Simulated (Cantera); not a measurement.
Cantera with NASA thermochemical tables; ideal gases at 1 bar, condensed phases pure. Values are per mole of reaction as written; species without (g) are pure solids or liquids, kept so even where they would boil at 1 bar. ZrN: taken at fixed stoichiometry.

Question: Between 573 and 1323 K, where is each reaction favourable under standard conditions?
- 4 H(g) + ZrO2 + N(g) ⇌ ZrN + 2 H2O(g)

Answer: 
- 4 H(g) + ZrO2 + N(g) ⇌ ZrN + 2 H2O(g): ΔG° is -950 kJ at 573 K and -721 kJ at 1323 K; it stays negative (K > 1). ΔH° is -1145 kJ and ΔS° -320 J/K at 1323 K.
